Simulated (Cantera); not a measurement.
Feed: 1 mol C₂H₂, 0.29 mol O₂, 0.95 mol H₂, equilibrated at 875 K and 1 atm.

Equilibrium computed with Cantera from the NASA thermochemical tables; the gas is ideal and each condensed phase is pure. Candidate condensed phases: C, C₆H₆, C₇H₈, C₈H₁₈, H₂O; 110 gas species. The numbers say what is thermodynamically allowed, not how fast it happens.

### Question
What is the equilibrium state?

### Answer
```json
{
 "x(H₂)": "0.584",
 "x(H₂O)": "0.155",
 "x(CH₄)": "0.151",
 "x(CO)": "0.0643",
 "x(CO₂)": "0.0451",
 "x(C₂H₆)": "1.97e-6",
 "n(C(graphite))": "1.51 mol",
 "gas_amount": "1.872 mol"
}
```
